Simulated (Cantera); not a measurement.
An adiabatic, constant-volume homogeneous reactor starts with H2 : O2 : N2 : H2O = 1 : 0.746 : 2.81 : 0.41 (molar parts), equivalence ratio 0.67, at 1525 K and 2.60 bar. Integrator tolerance rtol = 1e-08.

Model: GRI-Mech 3.0 (53 species, 325 reactions), integrated in Cantera. The hydrogen kinetics of GRI-Mech 3.0 are dated; newer H2 mechanisms differ, most at raised pressure.

```json
[
 {"quantity": "time of steepest temperature rise", "before": "5.38 µs", "after": "5.05 µs"},
 {"quantity": "temperature at 0.100 s", "before": "2806 K", "after": "2869 K"},
 {"quantity": "equilibrium temperature", "before": "2806 K", "after": "2869 K"},
 {"quantity": "x(H2) at 0.100 s", "before": "0.0141 (gas-phase equilibrium 0.0141)", "after": "0.0150 (gas-phase equilibrium 0.0150)"},
 {"quantity": "x(O2) at 0.100 s", "before": "0.0451 (gas-phase equilibrium 0.0451)", "after": "0.0463 (gas-phase equilibrium 0.0463)"},
 {"quantity": "x(H2O) at 0.100 s", "before": "0.279 (gas-phase equilibrium 0.279)", "after": "0.240 (gas-phase equilibrium 0.240)"},
 {"quantity": "x(HO2) at 0.100 s", "before": "2.22e-5 (gas-phase equilibrium 2.22e-5)", "after": "2.39e-5 (gas-phase equilibrium 2.39e-5)"},
 {"quantity": "x(NO2) at 0.100 s", "before": "9.85e-6 (gas-phase equilibrium 9.85e-6)", "after": "1.08e-5 (gas-phase equilibrium 1.08e-5)"}
]
```

Q: Name the change that produced these shifts.
A) pressure from 2.60 bar to 29.0 bar
B) H2O 0.41 to 0.18 parts
C) pressure from 2.60 bar to 1.00 bar
D) pressure from 2.60 bar to 8.70 bar

A: B, H2O 0.41 to 0.18 parts
